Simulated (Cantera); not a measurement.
A freely propagating, adiabatic, planar premixed flame of H₂ : O₂ : N₂ = 1 : 0.98 : 3.69 (molar parts), equivalence ratio 0.51, unburnt at 375 K and 101000 Pa; mixture-averaged transport, grid criteria slope 0.08 and curve 0.16, no radiation.

Cantera simulation using the H2/O2 subset of GRI-Mech 3.0, which has no nitrogen chemistry; the numbers are that mechanism's predictions, not measurements. Burning velocities carry a grid error of a few per cent, more on coarse grids. Lean hydrogen flames are cellular in practice and burn faster than this planar one.

What does this change do: 0.11 parts H2O added?


| quantity | before | after |
|---|---|---|
| laminar burning velocity | 75.4 cm/s | 64.7 cm/s |
| thermal thickness | 0.421 mm | 0.442 mm |
| peak x(O) | 0.00403 | 0.00322 |
| peak x(OH) | 0.00475 | 0.00424 |
| peak x(H₂O₂) | 7.01e-5 | 7.59e-5 |

What does this change do: inlet temperature 375 to 623 K?


```csv
quantity,before,after
laminar burning velocity,75.4 cm/s,370 cm/s
thermal thickness,0.421 mm,0.424 mm
peak x(O),0.00403,0.00994
peak x(OH),0.00475,0.00924
peak x(H₂O₂),7.01e-5,1.88e-5
```
